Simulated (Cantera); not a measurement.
Input (Python, Cantera) and output of one run.

```python
import numpy as np
import cantera as ct

gas_names = """
    CL CL2 H HCL H2 Si SiCL SiCL2 SiCL3 SiCL4 SiH SiHCL3 SiH2 SiH2CL2 SiH3 SiH3CL SiH4 Si2 Si3
""".split()
cond_names = """
    Si(cr) Si(L)
""".split()


# ... load() reads the species with a 1 bar reference pressure and builds the phases ...
atoms = {
    'Si': {'Si': 1},
    'HCl': {'H': 1, 'CL': 1},
    'H2': {'H': 2},
}
top_T = {}  # K; cautious upper limits of use, not melting points


# ... equilibrate(T, P, feed) seeds the gas with the atoms and calls Mixture.equilibrate('TP', solver="vcs", rtol=1e-11, max_steps=5000) ...
results = []
T = 1573.15  # K
P = 100000  # Pa
for m in [0.51, 0.58, 0.67, 0.78, 0.9, 1, 1.2, 1.4, 1.6, 1.9, 2.1, 2.5, 2.9]:
    feed = {'Si': 1, 'HCl': m, 'H2': 7.7}  # mol
    mix = equilibrate(T, P, feed)
    results.append((T, P, feed, dict(zip(mix.species_names, mix.species_moles))))

top = {s: max(r[3][s] / sum(r[3][g] for g in gas_names) for r in results) for s in gas_names}
cols = sorted((s for s in top if top[s] > 0.0001), key=lambda s: -top[s])[:7]
seen = [c for c in cond_names if any(r[3].get(c, 0) > 1e-12 for r in results)]
print("log10 of partial pressures in bar; condensed amounts in mol")
print(f"{'n(HCl)':>10s}" + "".join(f"{s[:9]:>10s}" for s in cols + seen))
for T, P, feed, n in results:
    ng = sum(n[g] for g in gas_names)
    print(f"{feed['HCl']:10.4g}" + "".join(f"{np.log10(max(n[s] / ng * P / 1e5, 1e-99)):10.3f}" for s in cols)
          + "".join(f"{n.get(c, 0):10.4g}" for c in seen))
```

Result:

```
log10 of partial pressures in bar; condensed amounts in mol
    n(HCl)        H2       HCL     SiCL2     SiCL3     SiCL4    SiHCL3   SiH2CL2    Si(cr)
      0.51    -0.024    -1.349    -2.145    -3.281    -3.997    -3.548    -3.883    0.9326
      0.58    -0.026    -1.311    -2.066    -3.162    -3.839    -3.431    -3.807    0.9175
      0.67    -0.030    -1.270    -1.980    -3.034    -3.667    -3.304    -3.724    0.8971
      0.78    -0.034    -1.228    -1.894    -2.904    -3.494    -3.176    -3.641    0.8708
       0.9    -0.038    -1.191    -1.815    -2.786    -3.337    -3.061    -3.567    0.8407
         1    -0.041    -1.165    -1.760    -2.703    -3.226    -2.979    -3.515    0.8147
       1.2    -0.047    -1.122    -1.668    -2.564    -3.041    -2.844    -3.429    0.7609
       1.4    -0.053    -1.088    -1.594    -2.454    -2.894    -2.736    -3.361    0.7051
       1.6    -0.058    -1.060    -1.533    -2.363    -2.772    -2.647    -3.305    0.6478
       1.9    -0.066    -1.027    -1.459    -2.251    -2.624    -2.540    -3.239    0.5599
       2.1    -0.070    -1.009    -1.418    -2.190    -2.542    -2.481    -3.202    0.5002
       2.5    -0.079    -0.979    -1.350    -2.088    -2.406    -2.383    -3.143    0.3791
       2.9    -0.087    -0.956    -1.296    -2.007    -2.298    -2.306    -3.097    0.2564
```

Equilibrium computed with Cantera from the NASA thermochemical tables; the gas is ideal and each condensed phase is pure. The tables' values for SiCl3 are old estimates; treat these amounts as uncertain.
